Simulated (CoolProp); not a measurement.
Vapour-liquid equilibrium of hydrogen sulfide (1) + isobutane (2) at 2220 kPa; x and y are mole fractions of (1).

The numbers come from the multi-fluid Helmholtz-energy mixture model, Lemmon 2006 and Bücker 2006; pair parameters Kunz 2012 in CoolProp.

```
x     bubble temperature, mixture model (°C)  bubble temperature, Raoult's law (°C)  y, mixture model  y, Raoult's law
----  --------------------------------------  -------------------------------------  ----------------  ---------------
0.05                              (withheld)                                   97.2        (withheld)            0.193
0.15                              (withheld)                                   83.0             0.368            0.453
0.25                              (withheld)                                   71.9             0.548            0.617
0.35                              (withheld)                                   63.0             0.668            0.728
0.45                                    51.0                                   55.5             0.749            0.806
0.55                              (withheld)                                   49.1             0.807            0.864
0.65                                    40.6                                   43.6             0.853            0.908
0.75                                    36.8                                   38.8             0.894            0.942
0.85                                    33.4                                   34.6             0.934            0.969
0.95                              (withheld)                                   30.7             0.977            0.991
```

Problem. Fill in the missing entries.

Solution. 
- 0.05, bubble temperature, mixture model (°C): 98.0
- 0.05, y, mixture model: 0.128
- 0.15, bubble temperature, mixture model (°C): 82.4
- 0.25, bubble temperature, mixture model (°C): 69.0
- 0.35, bubble temperature, mixture model (°C): 58.7
- 0.55, bubble temperature, mixture model (°C): 45.1
- 0.95, bubble temperature, mixture model (°C): 30.4

The largest gap from Raoult's law is -4.5 K in bubble temperature, at x = 0.45. No azeotrope shows between x = 0.05 and 0.95.

Pair parameters are fitted to limited data, so mixtures are less certain than the pure fluids. The gap from Raoult's law changes sign with composition, which may be real or a fault of the pair parameters; it wasn't checked against measurements.
